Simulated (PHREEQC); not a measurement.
**Brine: an equilibrium model**

Make-up at 26 °C: 1.8 mol/kgw NaBr, 0.27 mol/kgw K2SO4 and 2.1 mol/kgw NaCl. Closed to the air; pH follows from the charge balance.

Computed with PHREEQC (Pitzer model, pitzer.dat).

Each row changes one thing in this solution. No solid was allowed to form.

| case | HSO4- (mol/kgw) | SI of Mirabilite (Na2SO4:10H2O) | SI of Halite (NaCl) |
|---|---|---|---|
| as made | 1.10e-7 | -0.83 | -0.88 |
| diluted 2-fold with water | 8.88e-8 | -1.20 | -1.64 |
| diluted 10-fold with water | 5.03e-8 | -2.45 | -3.01 |
| NaBr from 1.8 to 0.9 mol/kgw | 1.21e-7 | -0.87 | -1.09 |
| NaCl from 2.1 to 3.15 mol/kgw | 1.04e-7 | -0.83 | -0.49 |
